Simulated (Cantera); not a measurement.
What does this Cantera script print?

```python
import numpy as np
import cantera as ct

gas_names = """
    AL ALCL ALCL2 ALCL3 AL2 AL2CL6 CL CL2
""".split()
cond_names = """
    AL(cr) AL(L) ALCL3(s) ALCL3(L)
""".split()


def load(file, names, dense=False):
    # The tables refer to 1 bar. Condensed volumes are neglected.
    table = {s.name: s for s in ct.Species.list_from_file(file)}
    out = []
    for n in names:
        d = dict(table[n].input_data)
        d["thermo"] = dict(d["thermo"], **{"reference-pressure": 1e5})
        if dense:
            d["equation-of-state"] = {"model": "constant-volume", "density": "1e6 g/cm^3"}
        out.append(ct.Species.from_dict(d))
    return out


gas = ct.Solution(thermo="ideal-gas", species=load("nasa_gas.yaml", gas_names))
cond = {s.name: ct.Solution(thermo="fixed-stoichiometry", species=[s], name=s.name)
        for s in load("nasa_condensed.yaml", cond_names, dense=True)}
atoms = {
    'Al': {'AL': 1},
    'Cl2': {'CL': 2},
}
top_T = {}  # K; cautious upper limits of use, not melting points


def equilibrate(T, P, feed):
    n = {}
    for name, mol in feed.items():
        for a, k in atoms[name].items():
            n[a] = n.get(a, 0.0) + k * mol
    gas.TPX = T, P, n
    mass = sum(n.values()) * gas.mean_molecular_weight
    gas.equilibrate("TP")
    valid = [c for c in cond.values() if c.min_temp <= T <= top_T.get(c.name, c.max_temp)]
    mix = ct.Mixture([(gas, mass / gas.mean_molecular_weight)] + [(c, 0.0) for c in valid])
    mix.T, mix.P = T, P
    mix.equilibrate("TP", solver="vcs", rtol=1e-11, max_steps=5000)
    return mix


results = []
feed = {'Al': 1, 'Cl2': 2.5}  # mol
T = 1250  # K
P = 650  # Pa
mix = equilibrate(T, P, feed)
results.append((T, P, feed, dict(zip(mix.species_names, mix.species_moles))))
print(gas.report(threshold=1e-05))
for i in range(1, mix.n_phases):
    print(f"{mix.phase(i).name:16s} {mix.phase_moles(i):12.5e} mol")
```

Output:

```
       temperature   1250 K
          pressure   650 Pa
           density   0.0061789 kg/m^3
  mean mol. weight   98.797 kg/kmol
   phase of matter   gas

                          1 kg             1 kmol
                     ---------------   ---------------
          enthalpy       -2.2365e+06       -2.2096e+08  J
   internal energy       -2.3417e+06       -2.3135e+08  J
           entropy            3978.3        3.9305e+05  J/K
    Gibbs function       -7.2094e+06       -7.1227e+08  J
 heat capacity c_p            588.19             58111  J/K
 heat capacity c_v            504.03             49797  J/K

                      mass frac. Y      mole frac. X     chem. pot. / RT
                     ---------------   ---------------   ---------------
             ALCL3           0.65282           0.48373           -106.11
                CL           0.02333          0.065019           -17.781
               CL2           0.32383           0.45124           -35.561
     [   +5 minor]         2.689e-05        9.9872e-06

AL(L)             0.00000e+00 mol
ALCL3(L)          0.00000e+00 mol
```

Cantera equilibrium calculation (NASA polynomials, part measured and part estimated; ideal gas, pure solids and liquids).
